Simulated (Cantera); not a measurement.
A Cantera script and what it prints.

```python
import numpy as np
import cantera as ct

gas_names = """
    C CN CO CO2 C2 CCN CNC C2N2 C2O C3 C3O2 C4 C4N2 C5 Fe FeC5O5 FeO N NCO NO NO2 NO3 N2 N2O O O2 O3
""".split()
cond_names = """
    C(gr) Fe(a) Fe(c) Fe(d) Fe(L) FeC5O5(L) FeO(s) FeO(L) Fe2O3(s) Fe3O4(s)
""".split()


# ... load() reads the species with a 1 bar reference pressure and builds the phases ...
atoms = {
    'Fe(CO)5': {'Fe': 1, 'C': 5, 'O': 5},
    'N2': {'N': 2},
}
top_T = {'C(gr)': 4500, 'Fe2O3(s)': 1830, 'Fe3O4(s)': 1870}  # K; cautious upper limits of use, not melting points


# ... equilibrate(T, P, feed) seeds the gas with the atoms and calls Mixture.equilibrate('TP', solver="vcs", rtol=1e-11, max_steps=5000) ...
results = []
feed = {'Fe(CO)5': 1, 'N2': 3.9}  # mol
P = 1333.22  # Pa
for T in [823, 923, 1023, 1123, 1223, 1323, 1423, 1523, 1623]:
    mix = equilibrate(T, P, feed)
    results.append((T, P, feed, dict(zip(mix.species_names, mix.species_moles))))

top = {s: max(r[3][s] / sum(r[3][g] for g in gas_names) for r in results) for s in gas_names}
cols = sorted((s for s in top if top[s] > 1e-05), key=lambda s: -top[s])[:9]
seen = [c for c in cond_names if any(r[3].get(c, 0) > 1e-12 for r in results)]
print("log10 of partial pressures in bar; condensed amounts in mol")
print(f"{'T/K':>10s}" + "".join(f"{s[:9]:>10s}" for s in cols + seen))
for T, P, feed, n in results:
    ng = sum(n[g] for g in gas_names)
    print(f"{T:10.4g}" + "".join(f"{np.log10(max(n[s] / ng * P / 1e5, 1e-99)):10.3f}" for s in cols)
          + "".join(f"{n.get(c, 0):10.4g}" for c in seen))
```

Output:

```
log10 of partial pressures in bar; condensed amounts in mol
       T/K        CO        N2       CO2        Fe     C(gr)     Fe(a)     Fe(c)
       823    -2.264    -2.189    -2.848   -18.438     0.857         1         0
       923    -2.140    -2.228    -3.780   -15.611    0.1094         1         0
      1023    -2.127    -2.233    -4.701   -13.348   0.01327         1         0
      1123    -2.126    -2.233    -5.471   -11.507  0.002258         1         0
      1223    -2.126    -2.233    -6.113    -9.976  0.000515         0         1
      1323    -2.126    -2.233    -6.654    -8.682  0.000148         0         1
      1423    -2.126    -2.233    -7.117    -7.574   5.1e-05         0         1
      1523    -2.126    -2.233    -7.516    -6.615  2.03e-05         0    0.9998
      1623    -2.126    -2.233    -7.863    -5.777 8.899e-06         0    0.9989
```

Cantera equilibrium calculation (NASA polynomials, part measured and part estimated; ideal gas, pure solids and liquids). Condensed phases not in the tables: cementite and carbon dissolved in iron.
